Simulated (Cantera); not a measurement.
Cantera run, input and output.

```python
import numpy as np
import cantera as ct

gas = ct.Solution("gri30.yaml")
gas.TPX = 1300, 500000, {'CO': 1, 'H2': 0.98, 'O2': 2.36, 'N2': 8.86, 'H2O': 0.52}
reactor = ct.IdealGasConstPressureReactor(gas, energy="on", clone=False)
net = ct.ReactorNet([reactor])
net.rtol, net.atol = 1e-08, 1e-16
show = ['CO', 'H2', 'O2', 'H2O2', 'CO2', 'OH']
times = np.geomspace(1e-06, 2, 16)

steps = ct.SolutionArray(gas, extra=["t"])
rows = []
print(f"{'t/s':>10s}{'T/K':>9s}{'P/Pa':>11s}" + "".join(f"{s:>11s}" for s in show))
for t in times:
    while net.time < t:
        t_next = net.step()
        steps.append(gas.state, t=t_next)
    rows.append([np.interp(t, steps.t, y) for y in (steps.T, steps.P, *steps(*show).X.T)])
    print(f"{t:10.3e}{rows[-1][0]:9.1f}{rows[-1][1]:11.4g}" + "".join(f"{x:11.3e}" for x in rows[-1][2:]))
rate = np.gradient(steps.T, steps.t)
print("integrator steps:", len(steps.t))
if steps.T.max() > steps.T[0] + 200:
    print(f"time of steepest temperature rise: {steps.t[rate.argmax()]:.4e} s")
gas.TPX = 1300, 500000, {'CO': 1, 'H2': 0.98, 'O2': 2.36, 'N2': 8.86, 'H2O': 0.52}
gas.equilibrate("HP")
print(f"equilibrium (HP): T = {gas.T:.1f} K  " + "  ".join(f"{s} {gas[s].X[0]:.3e}" for s in show))
```

Result:

```
       t/s      T/K       P/Pa         CO         H2         O2       H2O2        CO2         OH
 1.000e-06   1300.0      5e+05  7.289e-02  7.143e-02  1.720e-01  1.047e-10  1.978e-08  1.272e-08
 2.631e-06   1300.0      5e+05  7.289e-02  7.143e-02  1.720e-01  1.833e-09  1.457e-07  1.136e-07
 6.920e-06   1300.6      5e+05  7.287e-02  7.126e-02  1.719e-01  5.835e-07  1.708e-05  1.502e-05
 1.821e-05   1979.3      5e+05  3.281e-02  3.182e-03  1.172e-01  1.177e-06  4.366e-02  9.728e-03
 4.789e-05   2272.5      5e+05  4.426e-03  8.482e-04  1.071e-01  4.011e-07  7.370e-02  6.805e-03
 1.260e-04   2312.8      5e+05  1.449e-03  3.695e-04  1.066e-01  3.822e-07  7.690e-02  4.755e-03
 3.314e-04   2314.0      5e+05  1.346e-03  3.555e-04  1.066e-01  3.839e-07  7.701e-02  4.678e-03
 8.719e-04   2313.7      5e+05  1.344e-03  3.551e-04  1.065e-01  3.836e-07  7.702e-02  4.673e-03
 2.294e-03   2313.0      5e+05  1.339e-03  3.540e-04  1.063e-01  3.826e-07  7.702e-02  4.659e-03
 6.034e-03   2311.2      5e+05  1.328e-03  3.513e-04  1.059e-01  3.802e-07  7.703e-02  4.625e-03
 1.587e-02   2307.2      5e+05  1.302e-03  3.452e-04  1.049e-01  3.747e-07  7.706e-02  4.547e-03
 4.176e-02   2300.4      5e+05  1.259e-03  3.352e-04  1.031e-01  3.656e-07  7.711e-02  4.418e-03
 1.099e-01   2295.3      5e+05  1.227e-03  3.277e-04  1.018e-01  3.588e-07  7.715e-02  4.323e-03
 2.890e-01   2294.6      5e+05  1.223e-03  3.267e-04  1.017e-01  3.579e-07  7.716e-02  4.310e-03
 7.603e-01   2294.6      5e+05  1.223e-03  3.267e-04  1.017e-01  3.579e-07  7.716e-02  4.310e-03
 2.000e+00   2294.6      5e+05  1.223e-03  3.267e-04  1.017e-01  3.579e-07  7.716e-02  4.310e-03
integrator steps: 1239
time of steepest temperature rise: 1.2132e-05 s
equilibrium (HP): T = 2294.6 K  CO 1.223e-03  H2 3.267e-04  O2 1.017e-01  H2O2 3.579e-07  CO2 7.716e-02  OH 4.310e-03
```

Model: GRI-Mech 3.0 (53 species, 325 reactions), integrated in Cantera. The hydrogen kinetics of GRI-Mech 3.0 are dated; newer H2 mechanisms differ, most at raised pressure.
